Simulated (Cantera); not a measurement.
**Equilibrium for abatement and gas-phase synthesis: SF₆ + H₂ + N₂**

Input: 1 mol SF₆, 2.1 mol H₂, 0.53 mol N₂, equilibrated at 1400 °C and 13.3 mbar.

Cantera equilibrium calculation (NASA polynomials, part measured and part estimated; ideal gas, pure solids and liquids). Candidate condensed phases: S; 35 gas species. The tables' values for S₂F₂ (SSF₂), SF₃, FS₂F (FSSF) are old estimates; treat these amounts as uncertain. Equilibrium is a limit: real reactors are often held back by kinetics, nucleation or transport.

```json
{
  "x(HF)": "0.738",
  "x(SF₂)": "0.122",
  "x(N₂)": "0.0931",
  "x(S₂F₂ (SSF₂))": "0.0194",
  "x(F)": "0.0167",
  "x(SF₃)": "0.00365",
  "x(S₂)": "0.00352",
  "x(SF)": "0.00322",
  "x(SF₄)": "0.000675",
  "gas_amount": "5.693 mol",
  "log10 activity of S(l) (absent)": "-3.53"
}
```
